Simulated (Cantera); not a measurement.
A closed system holds: 1 mol SiC, 0.017 mol CO2, 2.7 mol N2, 0.097 mol N2O, held at 1123 K and 100 Torr.

Method: chemical equilibrium by Gibbs-energy minimisation in Cantera with the NASA 1993 tables (ideal gas, pure condensed phases). Candidate condensed phases: C, Si, SiC, SiO2, Si2N2O, Si3N4; 34 gas species. Mutual solubility and eutectic melting of coexisting phases are not modelled. Rates play no part.

Base state: N2 1.00 (mole fractions); condensed: C(graphite) + Si2N2O(s) + Si3N4(s).

Question: What changes in the equilibrium state with this change: pressure from 100 Torr to 0.00503 Torr?

Answer: 
| species | before | after |
|---|---|---|
| N2 | 1.00 | 0.999 |
| CO | 4.92e-8 | 0.000793 |
| C(graphite), mol | 1.02 | 0.273 |
| Si2N2O(s), mol | 0.131 | 0.129 |
| Si3N4(s), mol | 0.246 | 0 |
| SiC(s), mol | 0 | 0.742 |
